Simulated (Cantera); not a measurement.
Input: 1 mol Si, 0.59 mol Cl2, 11 mol H2, equilibrated at 1330 Pa.

These are equilibrium values from Cantera (NASA tables, ideal gas, pure condensed phases), not measurements of a reactor. Candidate condensed phases: Si; 19 gas species. The tables' values for SiCl3, SiCl are old estimates; treat these amounts as uncertain. Kinetics and transport are ignored.

x: gas mole fraction; n: condensed amount in mol.

| T (°C) | x H2 | x HCl | x SiCl4 | x SiCl2 | n Si(s) |
|---|---|---|---|---|---|
| 625 | 0.966 | 0.00882 | 0.0192 | 0.000109 | 0.711 |
| 700 | 0.959 | ___ | ___ | ___ | 0.735 |
| 775 | 0.949 | ___ | ___ | ___ | 0.766 |
| 850 | 0.936 | 0.0465 | 0.00817 | 0.00488 | 0.796 |
| 925 | 0.924 | 0.0598 | 0.00352 | 0.00912 | 0.815 |
| 1000 | 0.918 | 0.0667 | 0.00105 | 0.0125 | 0.819 |
| 1075 | 0.916 | 0.0686 | 0.000274 | 0.0144 | 0.817 |
| 1150 | 0.915 | 0.0686 | 7.45e-5 | 0.0155 | 0.812 |
| 1225 | 0.915 | 0.0681 | 2.23e-5 | 0.0163 | 0.807 |
| 1300 | 0.915 | 0.0674 | 7.43e-6 | 0.0168 | 0.802 |
| 1375 | 0.915 | 0.0667 | 2.72e-6 | 0.0173 | 0.797 |

Task: Some entries are withheld; supply them.

Result: 
- 775, x HCl: 0.0308
- 775, x SiCl4: 0.0132
- 775, x SiCl2: 0.00186
- 700, x HCl: 0.0177
- 700, x SiCl4: 0.0170
- 700, x SiCl2: 0.000524
